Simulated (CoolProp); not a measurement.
The fluid at 372.18 K and 0.315 MPa flows at 5.8 m/s in a round tube of 25 mm bore and 0.25 µm roughness, fully developed (64/Re and Nu = 3.66 if laminar; Colebrook and Gnielinski if turbulent). The same conditions are run with several fluids, on thermodynamics alone (safety and materials aside).

Computed with CoolProp (reference Helmholtz-energy equation of state of each fluid (methane: Setzmann 1991; R152A: Outcalt 1996; R11: Jacobsen 1992; isobutane: Bücker 2006; CH2F2 (R32): Tillner-Roth 1997)).

**Question.** Rank methane, R152A, R11, isobutane, CH2F2 (R32) by Reynolds number, highest first.

**Answer.** R11 (169000), isobutane (96200), R152A (72300), CH2F2 (R32) (47000), methane (17600)

```csv
fluid,Darcy friction factor,pressure drop (Pa/m),heat-transfer coefficient (W/(m² K)),mass flow (kg/h)
methane,0.0267,29.4,85.3,16.8
R152A,0.0193,90.1,129,71.1
R11,0.0162,161,128,151
isobutane,0.0182,75.5,185,63.2
CH2F2 (R32),0.0212,76.9,86.6,55.2
```

Transport values come from each fluid's own correlations; those of R152A, R11, CH2F2 (R32) are estimates that may be off by 10 % or more.
